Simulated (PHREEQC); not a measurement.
Dissolve 0.038 mol/kgw CuSO4, 0.0001 mol/kgw HNO3 and 9.2e-05 mol/kgw KCl at 25 °C. Closed to the air; pH follows from the charge balance.

Computed with PHREEQC (ion-association model, phreeqc.dat).

| quantity | before | after |
|---|---|---|
| pH | 4.31 | 4.47 |
| ionic strength (mol/kgw) | 0.0890 | 0.182 |
| Cu+2 (mol/kgw) | 0.0222 | 0.0186 |
| SO4-2 (mol/kgw) | 0.0222 | 0.0526 |
| CuSO4 (mol/kgw) | 0.0158 | 0.0194 |
| HSO4- (mol/kgw) | 5.17e-5 | 6.98e-5 |

Problem. What was changed between the two runs?
A. KCl from 9.2e-05 to 0.00046 mol/kgw
B. HNO3 from 0.0001 to 0.00011 mol/kgw
C. 0.04 mol/kgw Na2SO4 added
D. KCl left out
E. CuSO4 from 0.038 to 0.19 mol/kgw

Solution. C, 0.04 mol/kgw Na2SO4 added

Precipitation was switched off in this run.
